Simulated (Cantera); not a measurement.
Charge: 1 mol AlCl3, 0.92 mol N2, 3.5 mol H2, equilibrated at 0.133 bar.

These are equilibrium values from Cantera (NASA tables, ideal gas, pure condensed phases), not measurements of a reactor. Candidate condensed phases: Al, AlCl3, AlN, NH4Cl; 20 gas species. The tables' values for AlCl2 are old estimates; treat these amounts as uncertain. Equilibrium is a limit: real reactors are often held back by kinetics, nucleation or transport. All values below are at 1125 K.

Base state: H2 0.584, N2 0.149, AlCl3 0.143, HCl 0.124, Al2Cl6 5.90e-5, AlCl2 2.21e-5 (mole fractions); condensed: AlN(s).

Problem. What changes in the equilibrium state with this change: AlCl3 replaced by Al?

Solution. 
```json
[
 {"species": "H2", "before": "0.584", "after": "0.893"},
 {"species": "N2", "before": "0.149", "after": "0.107"},
 {"species": "NH3", "before": "6.37e-6", "after": "1.02e-5"},
 {"species": "AlCl3", "before": "0.143", "after": "0"},
 {"species": "HCl", "before": "0.124", "after": "0"},
 {"species": "Al2Cl6", "before": "5.90e-5", "after": "0"},
 {"species": "AlCl2", "before": "2.21e-5", "after": "0"},
 {"species": "AlN(s), mol", "before": "0.225", "after": "1.00"}
]
```
